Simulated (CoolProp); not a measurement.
Saturation properties of m-xylene.

Model: reference Helmholtz-energy equation of state, Zhou 2012, in CoolProp.

```csv
T (K),p (bar),liquid density (kg/m³),liquid viscosity (µPa s),liquid conductivity (mW/(m K))
359.7,0.1936,805.3,323,114
363,0.2185,802.3,315,113
366.4,0.2468,799.2,307,112
369.8,0.2780,796.0,299,111
373.2,0.3123,792.9,291,110
376.6,0.3501,789.7,283,110
380,0.3914,786.5,276,109
383.3,0.4352,783.4,270,108
386.7,0.4845,780.1,263,107
390.1,0.5380,776.9,256,106
393.5,0.5963,773.6,250,105
396.9,0.6594,770.3,244,104
400.3,0.7278,767.0,238,104
403.7,0.8018,763.7,233,103
407,0.8791,760.5,227,102
```

It boils at 412.2 K under 1 atm.

Viscosity comes from a separate model (Cao 2016). Thermal conductivity comes from a separate model (Mylona 2014).
